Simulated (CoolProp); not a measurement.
Vapour-liquid equilibrium of CHF3 (R23) (1) + propylene (2) at 306 kPa; x and y are mole fractions of (1).

Model: multi-fluid Helmholtz-energy mixture model, Penoncello 2003 and Lemmon 2013; pair parameters Bell 2016, in CoolProp.

| x | bubble temperature (°C) | y at the bubble point | dew temperature at overall composition x (°C) | liquid density (mol/L) |
|---|---|---|---|---|
| 0.05 | -31.4 | 0.356 | -21.4 | 14.12 |
| 0.125 | -42.1 | 0.603 | -23.6 | 14.65 |
| 0.2 | -48.3 | 0.712 | -26.0 | 15.07 |
| 0.275 | -51.9 | 0.770 | -28.5 | 15.42 |
| 0.35 | -54.2 | 0.803 | -31.2 | 15.75 |
| 0.425 | -55.7 | 0.825 | -34.1 | 16.08 |
| 0.5 | -56.8 | 0.841 | -37.3 | 16.41 |
| 0.575 | -57.5 | 0.854 | -40.7 | 16.75 |
| 0.65 | -58.1 | 0.866 | -44.6 | 17.13 |
| 0.725 | -58.7 | 0.880 | -49.0 | 17.53 |
| 0.8 | -59.3 | 0.898 | -54.0 | 17.98 |
| 0.875 | -59.8 | 0.923 | -58.5 | 18.48 |
| 0.95 | -60.2 | 0.961 | -60.1 | 19.03 |

No azeotrope shows between x = 0.05 and 0.95.

Pair parameters are fitted to limited data, so mixtures are less certain than the pure fluids. With so large a gap from Raoult's law the liquid may split in two, which this calculation doesn't test in full.
